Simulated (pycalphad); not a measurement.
All values are pycalphad results on the COST 507 light-alloy database (1999) (1 atm), not direct measurements. The data set is of 1999 and partly superseded. Phase fractions are per mole of atoms.

Q: Give the equilibrium state of Al-8.21Si-10.27Mn (at.%) at 697 °C.

A: 
```
T = 970.00 K, P = 101325 Pa, N = 1 mol of atoms
G = -49550 J/mol, H = 11305 J/mol, S = 62.74 J/(mol K)  (SER reference)
chemical potentials (J/mol): Al -40936, Si -45472, Mn -121188
phase             fraction      x(Al)      x(Si)      x(Mn)
ALMNSI_ALPHA        0.5563     0.7134     0.1127     0.1739
LIQUID              0.4437     0.9428     0.0438     0.0134
```

Q: Give the equilibrium state of Al-8.21Si-10.27Mn (at.%) at 417 °C.

A: ALMNSI_ALPHA, fraction 0.590, with 12.5 Si, 17.4 Mn at.%; fcc, fraction 0.402, with 0.31 Si, <0.01 Mn at.%; diamond (Si), fraction 0.007, with >99.99 Si, no Mn at.%.

Database names, with the compositions (at.%) that they take in these runs: ALMNSI_ALPHA: Al 70 Mn 17 Si 11-13. An entry "none" or "no" means that the model of the phase leaves that element out.
